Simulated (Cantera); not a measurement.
Mixture: CH3OH : O2 : N2 : H2O = 1 : 1.36 : 5.13 : 0.25 (molar parts), equivalence ratio 1.1, at 0.620 bar, adiabatic and at constant pressure. Ignition delay is the time to a rise of 400 K.

Cantera simulation using GRI-Mech 3.0 (53 species, 325 reactions); the numbers are that mechanism's predictions, not measurements. GRI-Mech 3.0 was tuned for natural gas; its chemistry of methanol as a main component is partial and can be far from experiment.

Q: What does this change do: H2O 0.25 to 0.11 parts?

A: 
```
quantity                                                before       after
--------------------------------------------------  ----------  ----------
delay at 1175 K                                        20.0 ms     21.0 ms
delay at 1275 K                                        4.16 ms     4.37 ms
delay at 1375 K                                        1.13 ms     1.19 ms
delay at 1475 K                                       0.388 ms    0.408 ms
delay at 1575 K                                       0.160 ms    0.168 ms
apparent activation energy between 1475 and 1575 K  170 kJ/mol  170 kJ/mol
```
